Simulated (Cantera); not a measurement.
Charge: 1 mol PbO, 330 mol H2, held at 1048 K and 1.70 mbar.

Cantera equilibrium calculation (NASA polynomials, part measured and part estimated; ideal gas, pure solids and liquids). Candidate condensed phases: H2O, Pb, PbO, PbO2, Pb3O4; 12 gas species. Kinetics and transport are ignored.

Base state: H2 0.994, H2O 0.00302, Pb 0.00302 (mole fractions); condensed: gas only.

Task: What changes in the equilibrium state with this change: PbO replaced by Cr2O3?

Result: 
```json
[
 {"species": "H2", "before": "0.994", "after": "1.000"},
 {"species": "H2O", "before": "0.00302", "after": "1.65e-5"},
 {"species": "Pb", "before": "0.00302", "after": "0"},
 {"species": "Cr(s), mol", "before": "0", "after": "0.00364"},
 {"species": "Cr2O3(s), mol", "before": "0", "after": "0.998"}
]
```
Mutual solubility and eutectic melting of coexisting phases are not modelled. Further candidate phases: Cr, Cr2O3.

Task: What changes in the equilibrium state with this change: temperature from 1048 K to 2273 K?

Result: 
| species | before | after |
|---|---|---|
| H2 | 0.994 | 0.811 |
| H | 1.87e-7 | 0.183 |
| Pb | 0.00302 | 0.00274 |
| H2O | 0.00302 | 0.00264 |
| OH | <1e-9 | 9.26e-5 |
| O | <1e-9 | 1.44e-5 |
